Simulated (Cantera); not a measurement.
# Gas-phase reforming

An isothermal, constant-pressure homogeneous reactor starts with 38.5 % CH4, 61.5 % CO2, at 2100 K and 0.410 bar.

Model: GRI-Mech 3.0 (53 species, 325 reactions), integrated in Cantera.

| t (s) | x CH4 | x CO2 | x H | x C2H6 | x O2 | x CH2O | x CH3 |
|---|---|---|---|---|---|---|---|
| 0.000300 | 0.0609 | 0.358 | 0.00138 | 6.85e-5 | 2.30e-8 | 0.000131 | 0.00615 |
| 0.000773 | 0.0165 | 0.208 | 0.00152 | 9.47e-6 | 1.00e-7 | 6.35e-5 | 0.00239 |
| 0.00199 | 0.00670 | 0.108 | 0.00185 | 2.55e-6 | 2.43e-7 | 3.43e-5 | 0.00129 |
| 0.00514 | 0.00518 | 0.0679 | 0.00216 | 1.19e-6 | 1.50e-7 | 1.27e-5 | 0.000886 |
| 0.0132 | 0.00286 | 0.0431 | 0.00243 | 3.02e-7 | 8.89e-8 | 3.55e-6 | 0.000447 |
| 0.0341 | 0.000549 | 0.0328 | 0.00260 | 1.05e-8 | 6.66e-8 | 4.98e-7 | 8.37e-5 |
| 0.0879 | 2.99e-7 | 0.0318 | 0.00283 | <1e-12 | 7.51e-8 | 2.98e-8 | 4.91e-8 |
| 0.227 | 7.89e-10 | 0.0318 | 0.00283 | <1e-12 | 7.52e-8 | 2.95e-8 | 1.30e-10 |
| 0.584 | 7.89e-10 | 0.0318 | 0.00283 | <1e-12 | 7.52e-8 | 2.95e-8 | 1.30e-10 |
| 1.51 | 7.89e-10 | 0.0318 | 0.00283 | <1e-12 | 7.52e-8 | 2.95e-8 | 1.30e-10 |
| 3.88 | 7.89e-10 | 0.0318 | 0.00283 | <1e-12 | 7.52e-8 | 2.95e-8 | 1.30e-10 |
| 10.0 | 7.89e-10 | 0.0318 | 0.00283 | <1e-12 | 7.52e-8 | 2.95e-8 | 1.30e-10 |
x: mole fraction; the columns are a selection and need not sum to one.

Equilibrium at this temperature and pressure: CH4 8.86e-10, CO2 0.0318, H 0.00283, C2H6 <1e-12, O2 7.52e-8, CH2O 2.95e-8, CH3 1.46e-10 (gas phase only).
